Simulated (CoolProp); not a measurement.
A single-stage vapour-compression cycle with tetrahydrofuran: evaporating at 310.15 K (dew point), condensing at 345.15 K (bubble point), superheat 10 K, subcooling 0 K, compressor efficiency 0.9, no pressure losses. Each further row changes one setting.

Model: reference Helmholtz-energy equation of state, Fiedler 2023, in CoolProp.

| case | cooling COP | pressure ratio | discharge temperature (K) | refrigerating effect (kJ/kg) | volumetric capacity (kJ/m³) |
|---|---|---|---|---|---|
| as stated | 7.28 | 3.44 | 364.3 | 384 | 377 |
| evaporating temperature 315.15 K | 8.75 | 2.82 | 362.4 | 390 | 459 |
| condensing temperature 340.15 K | 8.61 | 2.93 | 358.7 | 394 | 386 |
| subcooling 5 K | 7.46 | 3.44 | 364.3 | 394 | 386 |
| superheat 20 K | 7.28 | 3.44 | 374.1 | 396 | 376 |
| compressor efficiency 0.8 | 6.47 | 3.44 | 369.2 | 384 | 377 |
